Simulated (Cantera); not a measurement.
Carbon deposition, reforming and gasification: C₂H₂ + H₂ + N₂

Charge: 1 mol C₂H₂, 0.36 mol H₂, 0.83 mol N₂, equilibrated at 13300 Pa.

Cantera equilibrium calculation (NASA polynomials, part measured and part estimated; ideal gas, pure solids and liquids). Candidate condensed phases: C, C₆H₆, C₇H₈, C₈H₁₈; 92 gas species. Equilibrium is a limit: real reactors are often held back by kinetics, nucleation or transport.

From 823 K to 1923 K the condensed part is C(graphite). The main C-bearing gas is CH₄ at 823 K and HCN at 1923 K.

| T (K) | x H₂ | x N₂ | x CH₄ | x HCN | n C(graphite) |
|---|---|---|---|---|---|
| 823 | 0.566 | 0.394 | 0.0398 | 7.76e-8 | 1.92 |
| 923 | 0.605 | 0.383 | 0.0114 | 6.56e-7 | 1.98 |
| 1023 | 0.616 | 0.380 | 0.00379 | 3.60e-6 | 1.99 |
| 1123 | 0.619 | 0.380 | 0.00150 | 1.45e-5 | 2.00 |
| 1223 | 0.620 | 0.379 | 0.000683 | 4.64e-5 | 2.00 |
| 1323 | 0.620 | 0.379 | 0.000349 | 0.000124 | 2.00 |
| 1423 | 0.621 | 0.379 | 0.000196 | 0.000289 | 2.00 |
| 1523 | 0.620 | 0.379 | 0.000118 | 0.000601 | 2.00 |
| 1623 | 0.620 | 0.378 | 7.60e-5 | 0.00114 | 2.00 |
| 1723 | 0.620 | 0.378 | 5.15e-5 | 0.00201 | 2.00 |
| 1823 | 0.618 | 0.377 | 3.64e-5 | 0.00331 | 1.99 |
| 1923 | 0.616 | 0.376 | 2.66e-5 | 0.00518 | 1.99 |
x: gas mole fraction; n: condensed amount in mol.
